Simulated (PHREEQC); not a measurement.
Solution (25 °C and 10 atm): 2.5 mmol/kgw CuSO4, 150 mmol/kgw HCl and 10 mmol/kgw KCl. Closed to the air; pH follows from the charge balance.

The numbers come from PHREEQC with the ion-association model, phreeqc.dat.

No solid was allowed to form.

Task: Estimate the pH.

Result: pH 0.92.

Task: In which forms is Cu present?

Result: Cu+2 86 %, CuCl+ 13 %, CuSO4 0.8 %, CuCl2 0.6 % of the Cu.

Species that the database lacks are ignored.
